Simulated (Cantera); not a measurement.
Charge: 1 mol SiF4, 6.1 mol N2, at 1148 K and 0.110 bar.

These are equilibrium values from Cantera (NASA tables, ideal gas, pure condensed phases), not measurements of a reactor. Candidate condensed phases: Si, Si3N4; 16 gas species. Rates play no part.

Base state: N2 0.859, SiF4 0.141 (mole fractions); condensed: gas only.

Problem. What changes in the equilibrium state with this change: SiF4 replaced by SiH2Cl2?

Solution. 
| species | before | after |
|---|---|---|
| N2 | 0.859 | 0.755 |
| HCl | 0 | 0.164 |
| H2 | 0 | 0.0535 |
| SiF4 | 0.141 | 0 |
| SiCl4 | 0 | 0.0265 |
| SiCl3 | 0 | 0.000205 |
| SiHCl3 | 0 | 0.000173 |
| SiCl2 | 0 | 1.76e-5 |
| Si3N4(s), mol | 0 | 0.267 |
N2 is the only nitrogen source here; it is nearly inert below about 1500 K, so the nitride shown seldom forms there in practice. The tables' values for SiCl3 are old estimates; treat these amounts as uncertain. Further candidate phases: NH4Cl.
